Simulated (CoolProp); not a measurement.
Properties of CH3F (R41) along the isobar 11.8 MPa.

Computed with CoolProp (reference Helmholtz-energy equation of state, Lemmon 2006). It is a short technical equation, of lower accuracy than the large ones.

```
T (°C)          phase  cp (kJ/(kg K))  fugacity coefficient
------  -------------  --------------  --------------------
-78.15         liquid           2.028               0.01098
-64.45         liquid           2.040               0.02134
-50.85         liquid           2.063               0.03741
-37.15         liquid           2.098               0.06076
-23.55         liquid           2.148               0.09199
-9.85          liquid           2.218                0.1320
3.75           liquid           2.312                0.1803
17.45          liquid           2.444                0.2367
31.05          liquid           2.636                0.2992
44.75   supercritical           2.945                0.3668
58.35   supercritical           3.487                0.4358
72.05   supercritical           4.362                0.5034
85.65   supercritical           4.525                0.5637
99.35   supercritical           3.638                0.6150
112.95  supercritical           2.953                0.6580
126.65  supercritical           2.548                0.6951
```

The peak of cp marks the crossing from liquid-like to gas-like fluid above the critical point.
